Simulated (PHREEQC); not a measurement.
Make-up at 20 °C: 1.5 mol LiCl and 1.9 mol MgSO4 per kg of water. Closed to the air; pH follows from the charge balance.

All values are PHREEQC results (Pitzer model, pitzer.dat), not measurements.

Problem. The ionic strength comes out as 9.10 mol/kgw. What activity coefficients do HSO4-, Mg+2, SO4-2, Cl-, Li+ get?

Solution. HSO4- 0.48, Mg+2 1.3, SO4-2 0.0053, Cl- 0.69, Li+ 2.6. Single-ion values are on the MacInnes scale.

This is a speciation only: nothing precipitates in the calculation.
